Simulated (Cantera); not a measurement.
## Stirred combustor or abatement burner

A perfectly stirred reactor is fed with 13.1 % CO, 1.31 % H₂, 18.0 % O₂, 67.6 % N₂, at 4.93 atm; it is adiabatic with a 475 K inlet, and is followed from long to short residence time, starting on the burning branch (τ in s: 0.039, 0.019, 0.0094, 0.0046, 0.0023, 0.0011, 0.00055, 0.00027, 0.00013, 6.5e-05, 3.2e-05).

Computed with Cantera and GRI-Mech 3.0 (53 species, 325 reactions). The hydrogen kinetics of GRI-Mech 3.0 are dated; newer H2 mechanisms differ, most at raised pressure.

```tsv
τ (s)	T (K)	x CO	x H₂	x O₂	x CO₂	x O	x H₂O₂
0.039	1665	0.00104	1.26e-5	0.117	0.140	0.000125	7.36e-8
0.019	1660	0.00170	2.01e-5	0.117	0.139	0.000197	1.05e-7
0.0094	1651	0.00277	3.16e-5	0.118	0.138	0.000307	1.47e-7
0.0046	1636	0.00458	5.02e-5	0.119	0.136	0.000475	2.10e-7
0.0023	1612	0.00757	7.90e-5	0.120	0.133	0.000708	3.03e-7
0.0011	1566	0.0136	0.000133	0.122	0.126	0.00102	4.82e-7
0.00055	475	0.131	0.0131	0.180	<1e-12	<1e-12	<1e-12
0.00027	475	0.131	0.0131	0.180	<1e-12	<1e-12	<1e-12
0.00013	475	0.131	0.0131	0.180	<1e-12	<1e-12	<1e-12
6.5e-5	475	0.131	0.0131	0.180	<1e-12	<1e-12	<1e-12
3.2e-5	475	0.131	0.0131	0.180	<1e-12	<1e-12	<1e-12
```
x: mole fraction; the columns are a selection and need not sum to one.
